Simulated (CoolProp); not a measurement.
Properties of CHF3 (R23) along the isobar 1.01 bar.

Model: reference Helmholtz-energy equation of state, Penoncello 2003, in CoolProp.

```json
[
 {"T (°C)": "0.85", "phase": "gas", "Z": "0.9897", "cv (kJ/(kg K))": "0.5800", "speed of sound (m/s)": "196.8", "expansivity (1/kK)": "3.783", "viscosity (µPa s)": "13.7", "conductivity (mW/(m K))": "12.3"},
 {"T (°C)": "17.65", "phase": "gas", "Z": "0.9916", "cv (kJ/(kg K))": "0.6031", "speed of sound (m/s)": "202.3", "expansivity (1/kK)": "3.540", "viscosity (µPa s)": "14.6", "conductivity (mW/(m K))": "13.2"},
 {"T (°C)": "34.35", "phase": "gas", "Z": "0.9931", "cv (kJ/(kg K))": "0.6264", "speed of sound (m/s)": "207.5", "expansivity (1/kK)": "3.331", "viscosity (µPa s)": "15.4", "conductivity (mW/(m K))": "14.1"},
 {"T (°C)": "51.15", "phase": "gas", "Z": "0.9943", "cv (kJ/(kg K))": "0.6501", "speed of sound (m/s)": "212.7", "expansivity (1/kK)": "3.146", "viscosity (µPa s)": "16.1", "conductivity (mW/(m K))": "15.0"},
 {"T (°C)": "67.85", "phase": "gas", "Z": "0.9952", "cv (kJ/(kg K))": "0.6734", "speed of sound (m/s)": "217.6", "expansivity (1/kK)": "2.983", "viscosity (µPa s)": "16.9", "conductivity (mW/(m K))": "15.9"},
 {"T (°C)": "84.65", "phase": "gas", "Z": "0.9960", "cv (kJ/(kg K))": "0.6967", "speed of sound (m/s)": "222.5", "expansivity (1/kK)": "2.836", "viscosity (µPa s)": "17.7", "conductivity (mW/(m K))": "16.8"},
 {"T (°C)": "101.35", "phase": "gas", "Z": "0.9966", "cv (kJ/(kg K))": "0.7194", "speed of sound (m/s)": "227.2", "expansivity (1/kK)": "2.704", "viscosity (µPa s)": "18.4", "conductivity (mW/(m K))": "17.7"},
 {"T (°C)": "118.15", "phase": "gas", "Z": "0.9971", "cv (kJ/(kg K))": "0.7417", "speed of sound (m/s)": "231.8", "expansivity (1/kK)": "2.584", "viscosity (µPa s)": "19.1", "conductivity (mW/(m K))": "18.6"},
 {"T (°C)": "134.85", "phase": "gas", "Z": "0.9975", "cv (kJ/(kg K))": "0.7633", "speed of sound (m/s)": "236.3", "expansivity (1/kK)": "2.475", "viscosity (µPa s)": "19.9", "conductivity (mW/(m K))": "19.5"},
 {"T (°C)": "151.65", "phase": "gas", "Z": "0.9979", "cv (kJ/(kg K))": "0.7845", "speed of sound (m/s)": "240.7", "expansivity (1/kK)": "2.374", "viscosity (µPa s)": "20.6", "conductivity (mW/(m K))": "20.4"},
 {"T (°C)": "168.35", "phase": "gas", "Z": "0.9982", "cv (kJ/(kg K))": "0.8048", "speed of sound (m/s)": "245.0", "expansivity (1/kK)": "2.282", "viscosity (µPa s)": "21.3", "conductivity (mW/(m K))": "21.3"},
 {"T (°C)": "185.15", "phase": "gas", "Z": "0.9985", "cv (kJ/(kg K))": "0.8247", "speed of sound (m/s)": "249.3", "expansivity (1/kK)": "2.197", "viscosity (µPa s)": "22.0", "conductivity (mW/(m K))": "22.2"},
 {"T (°C)": "201.85", "phase": "gas", "Z": "0.9987", "cv (kJ/(kg K))": "0.8437", "speed of sound (m/s)": "253.5", "expansivity (1/kK)": "2.118", "viscosity (µPa s)": "22.6", "conductivity (mW/(m K))": "23.1"}
]
```

Viscosity comes from a separate model (Shan 2000). Thermal conductivity comes from a separate model (Shan 2000).
